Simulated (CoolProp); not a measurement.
Vapour-liquid equilibrium of n-heptane (1) + n-dodecane (2) at 0.0322 MPa; x and y are mole fractions of (1).

The numbers come from the multi-fluid Helmholtz-energy mixture model, Span 2003 and Lemmon 2004; pair parameters Bell 2016 in CoolProp.

Q: Give the bubble temperature and the first vapour's composition at x = 0.425, 0.875, 0.95. Is there an azeotrope?

A: x = 0.425: 361.0 K, y = 0.979; x = 0.875: 340.4 K, y = 0.998; x = 0.95: 338.2 K, y = 0.999. No azeotrope shows between x = 0.05 and 0.95.

The pair parameters rest on a limited set of measurements; away from them the model extrapolates. The gap from Raoult's law changes sign with composition, which may be real or a fault of the pair parameters; it wasn't checked against measurements.
